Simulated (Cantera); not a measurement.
Feed: 1 mol CH₃F, 0.043 mol H₂, at 7.50 Torr.

Cantera equilibrium calculation (NASA polynomials, part measured and part estimated; ideal gas, pure solids and liquids). Candidate condensed phases: C, C₆H₆, C₇H₈, C₈H₁₈; 95 gas species. Equilibrium is a limit: real reactors are often held back by kinetics, nucleation or transport.

Problem. What share of the C ends up in condensed phases as a function of T (°C), at 2650, 2700, 2750, 2800, 2850, 2900, 2950?

Solution. 
```csv
T (°C),C condensed (%),as
2650,81.1,C(graphite)
2700,70.0,C(graphite)
2750,50.8,C(graphite)
2800,17.1,C(graphite)
2850,0.0,-
2900,0.0,-
2950,0.0,-
```
